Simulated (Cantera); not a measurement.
Feed: 1 mol AlN, a varied amount of O2, 0.49 mol N2, equilibrated at 2048.15 K and 3.40 mbar.

Method: chemical equilibrium by Gibbs-energy minimisation in Cantera with the NASA 1993 tables (ideal gas, pure condensed phases). Candidate condensed phases: Al, AlN, Al2O3; 16 gas species. Kinetics and transport are ignored.

Question: What share of the Al ends up in condensed phases as a function of n(O2) (mol), at 0.17, 0.22, 0.29, 0.39, 0.51, 0.68, 0.9, 1.2, 1.6?

Answer: 
| n(O2) (mol) | Al condensed (%) | as |
|---|---|---|
| 0.17 | 0.0 | - |
| 0.22 | 8.3 | Al2O3(s) |
| 0.29 | 20.6 | Al2O3(s) |
| 0.39 | 38.1 | Al2O3(s) |
| 0.51 | 59.1 | Al2O3(s) |
| 0.68 | 88.4 | Al2O3(s) |
| 0.9 | 100.0 | Al2O3(s) |
| 1.2 | 100.0 | Al2O3(s) |
| 1.6 | 100.0 | Al2O3(s) |
